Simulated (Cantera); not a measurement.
An isothermal, constant-pressure homogeneous reactor starts with 2.38 % C2H6, 97.6 % N2, at 1325 K and 0.0790 atm.

Model: GRI-Mech 3.0 (53 species, 325 reactions), integrated in Cantera. GRI-Mech 3.0 stops at C3 and has no aromatics, soot or wall deposition, so with more carbon than oxygen in the feed, carbon stays in small species such as C2H2 where larger ones or solid carbon would form.

### Question
Predict: x(C2H6) at 10.0 s; x(H) at 10.0 s; x(C2H4) at 10.0 s; x(C2H2) at 10.0 s; x(CH3) at 10.0 s; x(H2) at 10.0 s.

### Answer
```json
{
 "x(C2H6) at 10.0 s": "3.44e-7 (gas-phase equilibrium 6.66e-9)",
 "x(H) at 10.0 s": "8.44e-7 (gas-phase equilibrium 1.23e-6)",
 "x(C2H4) at 10.0 s": "0.000149 (gas-phase equilibrium 4.75e-5)",
 "x(C2H2) at 10.0 s": "0.0203 (gas-phase equilibrium 0.00647)",
 "x(CH3) at 10.0 s": "2.09e-6 (gas-phase equilibrium 2.38e-7)",
 "x(H2) at 10.0 s": "0.0383 (gas-phase equilibrium 0.0448)"
}
```
